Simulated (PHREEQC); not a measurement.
1 kg of water holding 0.0033 mol NaCl, 0.00039 mol Na2B4O7 and 0.095 mol KCl is evaporated at 25 °C; the solids stay in contact with the brine. The system is closed to CO2. The run lets Halite, Sylvite, Borax, Boric_acid,s, KB5O8:4H2O, K2B4O7:4H2O, NaBO2:4H2O, NaB5O8:5H2O, Teepleite precipitate or redissolve, and no other solid.

Model: Pitzer model, pitzer.dat, run in PHREEQC.

| water left (kg) | ionic strength | water activity | Sylvite (mol) | B in solution (mol/kgw) | Na in solution (mol/kgw) |
|---|---|---|---|---|---|
| 1 | 0.0991 | 0.997 | 0 | 0.00156 | 0.00408 |
| 0.6755 | 0.147 | 0.995 | 0 | 0.00231 | 0.00604 |
| 0.4563 | 0.217 | 0.993 | 0 | 0.00342 | 0.00894 |
| 0.3082 | 0.321 | 0.990 | 0 | 0.00506 | 0.0132 |
| 0.2082 | 0.476 | 0.985 | 0 | 0.00749 | 0.0196 |
| 0.1407 | 0.704 | ? | 0 | 0.0111 | 0.0290 |
| 0.09502 | 1.04 | ? | 0 | 0.0164 | 0.0429 |
| 0.05276 | 1.88 | 0.940 | 0 | 0.0296 | 0.0773 |
| 0.03564 | 2.78 | ? | 0 | 0.0438 | 0.114 |
| 0.02408 | ? | ? | 0 | 0.0648 | 0.169 |
| 0.01628 | 4.93 | 0.838 | 0.0189 | 0.0958 | 0.251 |
| 0.011 | ? | 0.836 | 0.0442 | 0.142 | 0.371 |
| 0.007442 | ? | 0.832 | 0.0613 | 0.210 | 0.548 |
| 0.005031 | 5.25 | 0.828 | 0.0729 | 0.310 | 0.811 |

**Question.** Fill in the missing entries.

**Answer.** 
- 0.1407, water activity: 0.977
- 0.09502, water activity: 0.967
- 0.03564, water activity: 0.911
- 0.02408, ionic strength: 4.12
- 0.02408, water activity: 0.866
- 0.011, ionic strength: 5.00
- 0.007442, ionic strength: 5.10

Species that the database lacks are ignored.
